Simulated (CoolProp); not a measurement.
A single-stage vapour-compression cycle with the fluid: evaporating at 194.15 K (dew point), condensing at 251.15 K (bubble point), superheat 8 K, subcooling 0 K, compressor efficiency 0.9, no pressure losses. The same conditions are run with several fluids, on thermodynamics alone (safety and materials aside).

Values from CoolProp's reference Helmholtz-energy equation of state of each fluid (R115: Lemmon 2016; R22: Kamei 1995; C2F6 (R116): Lemmon 2006; CH2F2 (R32): Tillner-Roth 1997; nitrous oxide: Lemmon 2006; R125: Lemmon 2005).

| fluid | cooling COP | pressure ratio | discharge temperature (K) | refrigerating effect (kJ/kg) | volumetric capacity (kJ/m³) |
|---|---|---|---|---|---|
| R115 | 2.32 | 18.6 | 269.1 | 91.4 | 93.7 |
| R22 | 2.38 | 20.4 | 340.6 | 199 | ___ |
| C2F6 (R116) | 1.97 | 10.2 | 263.5 | 63.4 | 522 |
| CH2F2 (R32) | 2.27 | 18.8 | 379.5 | 325 | 203 |
| nitrous oxide | ___ | 9.79 | 354.8 | 266 | 1250 |
| R125 | 2.33 | ___ | 282.5 | 121 | ___ |

Problem. What belongs in the gaps?

Solution. 
- R22, volumetric capacity (kJ/m³): 115
- nitrous oxide, cooling COP: 2.18
- R125, pressure ratio: 18.9
- R125, volumetric capacity (kJ/m³): 145
